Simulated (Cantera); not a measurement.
Equilibrium for abatement and gas-phase synthesis: S + SO₂ + H₂

Input: 1 mol S, 0.068 mol SO₂, 0.83 mol H₂, at 1.33 mbar.

Method: chemical equilibrium by Gibbs-energy minimisation in Cantera with the NASA 1993 tables (ideal gas, pure condensed phases). Candidate condensed phases: H₂O, H₂SO₄, S; 34 gas species. Ions and electrons are included (thermal ionisation). Equilibrium is a limit: real reactors are often held back by kinetics, nucleation or transport.

From 2000 K to 5000 K nothing is condensed.

```tsv
T (K)	x H	x H₂	x S	x S₂	x H₂O	x SO	x O	x SH
2000	0.0311	0.488	0.0485	0.311	0.0516	0.0298	1.53e-5	0.0278
2250	0.128	0.396	0.166	0.197	0.0239	0.0488	0.000259	0.0327
2500	0.322	0.218	0.309	0.0663	0.00807	0.0485	0.00239	0.0208
2750	0.500	0.0712	0.356	0.0130	0.00173	0.0326	0.0145	0.00725
3000	0.562	0.0169	0.367	0.00280	0.000157	0.0117	0.0352	0.00214
3250	0.575	0.00428	0.371	0.000744	1.04e-5	0.00285	0.0444	0.000693
3500	0.578	0.00128	0.372	0.000235	8.50e-7	0.000729	0.0467	0.000257
3750	0.579	0.000445	0.373	8.59e-5	9.33e-8	0.000216	0.0472	0.000108
4000	0.579	0.000176	0.373	3.55e-5	1.33e-8	7.39e-5	0.0474	5.05e-5
4250	0.579	7.76e-5	0.373	1.63e-5	2.39e-9	2.85e-5	0.0474	2.57e-5
4500	0.579	3.74e-5	0.372	8.11e-6	5.16e-10	1.22e-5	0.0474	1.40e-5
4750	0.579	1.94e-5	0.371	4.33e-6	1.31e-10	5.72e-6	0.0474	8.15e-6
5000	0.578	1.08e-5	0.370	2.45e-6	3.79e-11	2.87e-6	0.0474	4.98e-6
```
x: gas mole fraction; nothing condenses.
